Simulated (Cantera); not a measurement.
## Thermodynamics of titanium nitride, carbide and oxide coatings, feed Ti(OiPr)4 + C3H8

Charge: 1 mol Ti(OiPr)4, 0.14 mol C3H8, equilibrated at 0.0100 bar.

Method: chemical equilibrium by Gibbs-energy minimisation in Cantera with the NASA 1993 tables (ideal gas, pure condensed phases). Candidate condensed phases: C, C6H6, C7H8, C8H18, H2O, Ti, TiC, TiO, TiO2, Ti2O3, Ti3O5, Ti4O7; 113 gas species. The feed counts by its element totals alone. TiC: taken at fixed stoichiometry. Rates play no part.

At 1198 K the condensed part is C(graphite) + Ti3O5(s). From 1298 K to 1798 K the condensed part is C(graphite) + TiC(s).

| T (K) | log p H2 | log p CO | log p H | log p C2H2 (acetylene) | log p CH4 | log p H2O | log p CO2 | log p CH3 | n C(graphite) | n Ti3O5(s) | n TiC(s) |
|---|---|---|---|---|---|---|---|---|---|---|---|
| 1198 | -2.06 | -2.86 | -7.75 | -9.07 | -5.92 | -6.50 | -7.43 | -10.33 | 10.1 | 0.333 | 0 |
| 1298 | -2.11 | -2.67 | -7.02 | -8.36 | -6.31 | -6.80 | -7.61 | -9.93 | 7.42 | 0 | 1.00 |
| 1398 | -2.11 | -2.67 | -6.38 | -7.72 | -6.57 | -7.19 | -8.09 | -9.54 | 7.42 | 0 | 1.00 |
| 1498 | -2.11 | -2.67 | -5.82 | -7.16 | -6.80 | -7.53 | -8.50 | -9.20 | 7.42 | 0 | 1.00 |
| 1598 | -2.11 | -2.67 | -5.33 | -6.68 | -6.99 | -7.83 | -8.86 | -8.91 | 7.42 | 0 | 1.00 |
| 1698 | -2.11 | -2.67 | -4.89 | -6.25 | -7.17 | -8.08 | -9.18 | -8.65 | 7.42 | 0 | 1.00 |
| 1798 | -2.11 | -2.67 | -4.51 | -5.87 | -7.33 | -8.31 | -9.46 | -8.42 | 7.41 | 0 | 1.00 |
log p: log10 of the partial pressure in bar; n: condensed amount in mol.
